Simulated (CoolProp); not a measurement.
Properties of dodecamethylcyclohexasiloxane (D6) along the isotherm 346.85 °C (Tc = 372.6 °C, pc = 0.9614 MPa, ω = 0.736).

Computed with CoolProp (reference Helmholtz-energy equation of state, Colonna 2008). It is a short technical equation, of lower accuracy than the large ones.

```csv
p (MPa),phase,density (kg/m³),cp (kJ/(kg K)),isothermal compressibility (1/MPa)
0.15,gas,14.03,1.968,7.246
0.3,gas,30.86,1.985,4.029
0.451,gas,52.26,2.020,3.121
0.601,gas,82.33,2.121,3.103
0.751,liquid,503.6,2.427,0.1586
0.901,liquid,514.4,2.375,0.1271
1.05,liquid,523.4,2.340,0.1070
1.2,liquid,531.3,2.315,0.09280
1.35,liquid,538.3,2.295,0.08218
1.5,liquid,544.6,2.278,0.07389
1.65,liquid,550.4,2.265,0.06722
1.8,liquid,555.7,2.254,0.06173
1.95,liquid,560.7,2.244,0.05712
2.1,liquid,565.4,2.236,0.05319
2.25,liquid,569.8,2.228,0.04980
2.4,liquid,573.9,2.222,0.04683
```
